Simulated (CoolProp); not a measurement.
Values from CoolProp's reference Helmholtz-energy equation of state, Lemmon 2006. It is a short technical equation, of lower accuracy than the large ones.

Question: For C2F6 (R116), give the phase and the density (kg/m³), cv (kJ/(kg K)), speed of sound (m/s), expansivity (1/kK) at -95.05 °C and 1.39 bar; -95.05 °C and 9.7 bar; -95.05 °C and 11.1 bar.

Answer: 
- -95.05 °C and 1.39 bar: liquid; density 1680, cv 0.608, speed of sound 632, expansivity 2.48
- -95.05 °C and 9.7 bar: liquid; density 1680, cv 0.608, speed of sound 637, expansivity 2.45
- -95.05 °C and 11.1 bar: liquid; density 1680, cv 0.609, speed of sound 638, expansivity 2.44
